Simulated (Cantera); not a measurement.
A Cantera script and its output.

```python
import numpy as np
import cantera as ct

gas = ct.Solution("gri30.yaml", transport_model="multicomponent")
show = ['CH4', 'C2H2', 'CH3']

rows = []
print(f"{'T/K':>7s}{'rho':>11s}{'cp':>10s}{'mu':>11s}{'lambda':>11s}{'Pr':>7s}" + "".join(f"{'D_' + s:>11s}" for s in show))
for T in [400, 600, 800, 1000, 1200, 1400, 1600, 1800]:
    gas.TPX = T, 940000, {'N2O': 0.63, 'N2': 0.81, 'CO2': 0.61}
    Pr = gas.cp_mass * gas.viscosity / gas.thermal_conductivity
    D = [gas.mix_diff_coeffs_mole[gas.species_index(s)] for s in show]
    rows.append([gas.density, gas.cp_mass, gas.viscosity, gas.thermal_conductivity, Pr, *D])
    print(f"{T:7g}{gas.density:11.4e}{gas.cp_mass:10.1f}{gas.viscosity:11.4e}"
          f"{gas.thermal_conductivity:11.4e}{Pr:7.3f}" + "".join(f"{d:11.4e}" for d in D))
print("SI units: kg/m3, J/kg/K, Pa s, W/m/K, m2/s")
```

Result:

```
    T/K        rho        cp         mu     lambda     Pr      D_CH4     D_C2H2      D_CH3
    400 1.0653e+01     981.5 2.0543e-05 2.8018e-02  0.720 3.4442e-06 2.5219e-06 3.4642e-06
    600 7.1018e+00    1084.5 2.8349e-05 4.2342e-02  0.726 7.0501e-06 5.2319e-06 7.0950e-06
    800 5.3264e+00    1162.8 3.5033e-05 5.5955e-02  0.728 1.1570e-05 8.6453e-06 1.1647e-05
   1000 4.2611e+00    1222.6 4.0997e-05 6.8820e-02  0.728 1.6902e-05 1.2680e-05 1.7017e-05
   1200 3.5509e+00    1262.4 4.6453e-05 8.0553e-02  0.728 2.2979e-05 1.7281e-05 2.3137e-05
   1400 3.0436e+00    1293.9 5.1530e-05 9.1647e-02  0.728 2.9752e-05 2.2410e-05 2.9959e-05
   1600 2.6632e+00    1318.7 5.6312e-05 1.0214e-01  0.727 3.7184e-05 2.8038e-05 3.7444e-05
   1800 2.3673e+00    1338.1 6.0858e-05 1.1209e-01  0.726 4.5245e-05 3.4141e-05 4.5563e-05
SI units: kg/m3, J/kg/K, Pa s, W/m/K, m2/s
```

Model: GRI-Mech 3.0 (53 species, 325 reactions), integrated in Cantera. The composition is frozen, though it would react at the higher temperatures.
